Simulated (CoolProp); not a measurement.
Vapour-liquid equilibrium of propylene (1) + n-heptane (2) at 44.6 kPa; x and y are mole fractions of (1).

Values from CoolProp's multi-fluid Helmholtz-energy mixture model, Lemmon 2013 and Span 2003; pair parameters Bell 2016.

```tsv
x	bubble temperature, mixture model (°C)	bubble temperature, Raoult's law (°C)	y, mixture model	y, Raoult's law
0.05	14.7	12.4	0.922	0.933
0.15	-25.7	-21.0	0.995	0.993
0.25	-41.0	-34.4	0.999	0.998
0.35	-49.1	-42.5	1.000	0.999
0.45	-53.9	-48.1	1.000	1.000
0.55	-56.8	-52.4	1.000	1.000
0.65	-58.8	-55.8	1.000	1.000
0.75	-60.3	-58.7	1.000	1.000
0.85	-61.7	-61.1	1.000	1.000
0.95	-63.3	-63.2	1.000	1.000
```

The largest gap from Raoult's law is -6.6 K in bubble temperature, at x = 0.35. No azeotrope shows between x = 0.05 and 0.95.

Pair parameters are fitted to limited data, so mixtures are less certain than the pure fluids. The gap from Raoult's law changes sign with composition, which may be real or a fault of the pair parameters; it wasn't checked against measurements.
